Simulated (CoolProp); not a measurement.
Properties of tetrahydrofuran at several states.

Model: reference Helmholtz-energy equation of state, Fiedler 2023, in CoolProp.

```json
[
 {"T (°C)": "256.85", "p (kPa)": "22700", "phase": "liquid", "density (kg/m³)": "648.1", "speed of sound (m/s)": "606.7", "Joule-Thomson coefficient (K/MPa)": "0.02901", "expansivity (1/kK)": "1.978"},
 {"T (°C)": "86.95", "p (kPa)": "60.9", "phase": "gas", "density (kg/m³)": "1.487", "speed of sound (m/s)": "210.8", "Joule-Thomson coefficient (K/MPa)": "21.83", "expansivity (1/kK)": "2.897"},
 {"T (°C)": "55.05", "p (kPa)": "23.6", "phase": "gas", "density (kg/m³)": "0.6280", "speed of sound (m/s)": "203.6", "Joule-Thomson coefficient (K/MPa)": "28.65", "expansivity (1/kK)": "3.112"},
 {"T (°C)": "-62.95", "p (kPa)": "634", "phase": "liquid", "density (kg/m³)": "976.1", "speed of sound (m/s)": "1705", "Joule-Thomson coefficient (K/MPa)": "-0.5302", "expansivity (1/kK)": "1.076"},
 {"T (°C)": "225.55", "p (kPa)": "7310", "phase": "liquid", "density (kg/m³)": "627.1", "speed of sound (m/s)": "483.5", "Joule-Thomson coefficient (K/MPa)": "0.3311", "expansivity (1/kK)": "3.127"}
]
```
